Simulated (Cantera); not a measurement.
Feed: 1 mol B2O3, 0.85 mol H2O, 4.6 mol H2, 9.1 mol NH3, at 11000 Pa.

Equilibrium computed with Cantera from the NASA thermochemical tables; the gas is ideal and each condensed phase is pure. Candidate condensed phases: B, BN, B2O3, B3O3H3, H2O; 39 gas species. Gases not in the tables: H3BO3. Equilibrium is a limit: real reactors are often held back by kinetics, nucleation or transport.

x: gas mole fraction; n: condensed amount in mol.

```csv
T (°C),x H2,x N2,x HBO2,x H2O,x B2O3,n B2O3(l)
777,0.772,0.192,4.05e-5,0.0358,2.96e-10,0.998
827,0.772,0.192,9.95e-5,0.0358,2.33e-9,0.997
877,0.772,0.192,0.000225,0.0358,1.51e-8,0.996
927,0.771,0.192,[?],0.0357,[?],0.993
977,0.771,0.192,0.000934,0.0354,4.01e-7,0.988
1027,0.771,0.192,[?],0.0350,[?],0.979
1077,0.770,0.192,0.00306,0.0343,6.39e-6,0.963
1127,0.770,0.192,0.00514,0.0333,2.18e-5,0.938
1177,0.768,0.192,0.00823,0.0317,6.83e-5,0.899
1227,0.766,0.191,0.0126,0.0295,0.000197,0.843
1277,0.764,0.190,0.0183,0.0266,0.000530,0.764
1327,0.760,0.190,0.0254,0.0231,0.00133,0.653
1377,0.754,0.188,0.0336,0.0192,0.00316,0.496
1427,0.745,0.187,0.0426,0.0153,0.00711,0.264
```

Problem. Fill in the missing entries.

Solution. 
- 1027, x HBO2: 0.00174
- 1027, x B2O3: 1.69e-6
- 927, x HBO2: 0.000473
- 927, x B2O3: 8.36e-8
